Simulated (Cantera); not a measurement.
Charge: 1 mol Si, 1.3 mol HBr, 86 mol H2, equilibrated at 302 °C and 750 Torr.

These are equilibrium values from Cantera (NASA tables, ideal gas, pure condensed phases), not measurements of a reactor. Candidate condensed phases: Br2, Si; 19 gas species. Rates play no part.

Base state: H2 0.996, SiBr4 0.00309, SiHBr3 0.000793, SiH2Br2 9.35e-5, HBr 2.87e-5 (mole fractions); condensed: Si(s).

Q: What changes in the equilibrium state with this change: temperature from 302 °C to 602 °C?

A: 
| species | before | after |
|---|---|---|
| H2 | 0.996 | 0.994 |
| HBr | 2.87e-5 | 0.00288 |
| SiBr4 | 0.00309 | 0.00221 |
| SiH3Br | 3.91e-6 | 1.31e-5 |
| SiH2Br2 | 9.35e-5 | 0.000187 |
| Si(s), mol | 0.654 | 0.708 |
